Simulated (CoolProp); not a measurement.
Properties of methanol along the isobar 1.82 MPa.

The numbers come from the reference Helmholtz-energy equation of state, de Reuck 1993 in CoolProp.

```json
[
 {"T (K)": "339.3", "phase": "liquid", "Z": "0.02760", "cp (kJ/(kg K))": "2.834", "viscosity (µPa s)": "324"},
 {"T (K)": "359.4", "phase": "liquid", "Z": "0.02680", "cp (kJ/(kg K))": "3.018", "viscosity (µPa s)": "260"},
 {"T (K)": "379.4", "phase": "liquid", "Z": "0.02618", "cp (kJ/(kg K))": "3.227", "viscosity (µPa s)": "212"},
 {"T (K)": "399.5", "phase": "liquid", "Z": "0.02576", "cp (kJ/(kg K))": "3.471", "viscosity (µPa s)": "174"},
 {"T (K)": "419.5", "phase": "liquid", "Z": "0.02560", "cp (kJ/(kg K))": "3.767", "viscosity (µPa s)": "143"},
 {"T (K)": "439.6", "phase": "gas", "Z": "0.7881", "cp (kJ/(kg K))": "5.622", "viscosity (µPa s)": "13.6"},
 {"T (K)": "459.6", "phase": "gas", "Z": "0.8541", "cp (kJ/(kg K))": "3.153", "viscosity (µPa s)": "14.5"},
 {"T (K)": "479.7", "phase": "gas", "Z": "0.8886", "cp (kJ/(kg K))": "2.615", "viscosity (µPa s)": "15.3"},
 {"T (K)": "499.7", "phase": "gas", "Z": "0.9111", "cp (kJ/(kg K))": "2.426", "viscosity (µPa s)": "16.0"},
 {"T (K)": "519.8", "phase": "gas", "Z": "0.9270", "cp (kJ/(kg K))": "2.341", "viscosity (µPa s)": "16.8"},
 {"T (K)": "539.8", "phase": "gas", "Z": "0.9386", "cp (kJ/(kg K))": "2.301", "viscosity (µPa s)": "17.5"},
 {"T (K)": "559.9", "phase": "gas", "Z": "0.9473", "cp (kJ/(kg K))": "2.285", "viscosity (µPa s)": "18.3"},
 {"T (K)": "579.9", "phase": "gas", "Z": "0.9538", "cp (kJ/(kg K))": "2.282", "viscosity (µPa s)": "19.0"},
 {"T (K)": "600", "phase": "gas", "Z": "0.9587", "cp (kJ/(kg K))": "2.288", "viscosity (µPa s)": "19.7"},
 {"T (K)": "620", "phase": "gas", "Z": "0.9624", "cp (kJ/(kg K))": "2.301", "viscosity (µPa s)": "20.4"}
]
```

Viscosity comes from a separate model (Xiang 2006).
